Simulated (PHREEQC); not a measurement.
## Alkaline etch or developer (model solution)

Dissolve 0.26 mol CsOH, 0.021 mol CO2 and 0.00084 mol Na2CO3 per kg of water at 25 °C. Closed to the air; pH follows from the charge balance.

Computed with PHREEQC (ion-association model, wateq4f.dat).

```yaml
pH: 13.17
ionic_strength: 0.283 mol/kgw
activity_of_water: 0.991
total_alkalinity: 262 meq/kg
```

```csv
species,molality,activity,log γ
Cs+,0.260,0.191,-0.134
OH-,0.218,0.148,-0.168
CO3-2,0.0217,0.00599,-0.558
Na+,0.00151,0.00110,-0.138
NaCO3-,0.000169,0.000122,-0.140
HCO3-,1.18e-5,8.56e-6,-0.140
NaHCO3,4.96e-9,5.29e-9,0.028
```

No solid was allowed to form. Species that the database lacks are ignored.
